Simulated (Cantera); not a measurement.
What does this Cantera script print?

```python
import numpy as np
import cantera as ct

gas_names = """
    Ca CaCL CaCL2 CaO CaOH CaO2H2 Ca2 CL CLO CL2 H HCL HNO HNO2 HNO3 HOCL HO2 H2 H2O H2O2 N NH NH2 NH3
    NH2OH NO NO2 NO3 N2 N2H2 N2H4 N2O O OH O2 O3
""".split()
cond_names = """
    Ca(a) Ca(b) Ca(L) CaCL2(s) CaCL2(L) CaO(s) CaO(L) CaO2H2(s) H2O(s) H2O(L) NH4CL(a) NH4CL(b)
""".split()


# ... load() reads the species with a 1 bar reference pressure and builds the phases ...
atoms = {
    'CaO': {'Ca': 1, 'O': 1},
    'HCl': {'H': 1, 'CL': 1},
    'N2': {'N': 2},
}
top_T = {}  # K; cautious upper limits of use, not melting points


# ... equilibrate(T, P, feed) seeds the gas with the atoms and calls Mixture.equilibrate('TP', solver="vcs", rtol=1e-11, max_steps=5000) ...
results = []
feed = {'CaO': 1, 'HCl': 2.4, 'N2': 2.3}  # mol
T = 1225  # K
for P in [1, 3.6, 13, 46, 170, 600, 2200, 7700, 28000, 100000]:
    mix = equilibrate(T, P, feed)
    results.append((T, P, feed, dict(zip(mix.species_names, mix.species_moles))))

top = {s: max(r[3][s] / sum(r[3][g] for g in gas_names) for r in results) for s in gas_names}
cols = sorted((s for s in top if top[s] > 1e-06), key=lambda s: -top[s])[:8]
seen = [c for c in cond_names if any(r[3].get(c, 0) > 1e-12 for r in results)]
print("log10 of partial pressures in bar; condensed amounts in mol")
print(f"{'P/Pa':>10s}" + "".join(f"{s[:9]:>10s}" for s in cols + seen))
for T, P, feed, n in results:
    ng = sum(n[g] for g in gas_names)
    print(f"{P:10.4g}" + "".join(f"{np.log10(max(n[s] / ng * P / 1e5, 1e-99)):10.3f}" for s in cols)
          + "".join(f"{n.get(c, 0):10.4g}" for c in seen))
```

It prints:

```
log10 of partial pressures in bar; condensed amounts in mol
      P/Pa        N2       HCL       H2O     CaCL2        CL        H2        O2        OH  CaCL2(L)    CaO(s)
         1    -5.311    -5.439    -6.140    -6.140    -7.907    -8.206   -11.217   -10.584         0    0.6594
       3.6    -4.754    -4.882    -5.583    -5.583    -7.536    -7.835   -10.847   -10.213         0    0.6591
        13    -4.197    -4.324    -5.025    -5.025    -7.164    -7.462   -10.476    -9.842         0    0.6589
        46    -3.604    -3.861    -4.215    -4.911    -6.858    -7.149    -9.481    -9.187    0.4502    0.4364
       170    -3.000    -3.479    -3.449    -4.911    -6.611    -6.877    -8.494    -8.558    0.7894    0.1823
       600    -2.431    -3.154    -2.801    -4.911    -6.418    -6.616    -7.720    -8.040    0.9747   0.01768
      2200    -1.864    -2.624    -2.226    -4.911    -6.072    -6.246    -7.309    -7.650    0.9979         0
      7700    -1.320    -2.080    -1.682    -4.911    -5.715    -5.872    -6.970    -7.293    0.9994         0
   2.8e+04    -0.759    -1.519    -1.121    -4.911    -5.354    -5.473    -6.646    -6.932    0.9998         0
     1e+05    -0.206    -0.966    -0.568    -4.911    -5.009    -5.057    -6.372    -6.587         1         0
```

These are equilibrium values from Cantera (NASA tables, ideal gas, pure condensed phases), not measurements of a reactor. Mutual solubility and eutectic melting of coexisting phases are not modelled. Condensed phases not in the tables: oxide chlorides.
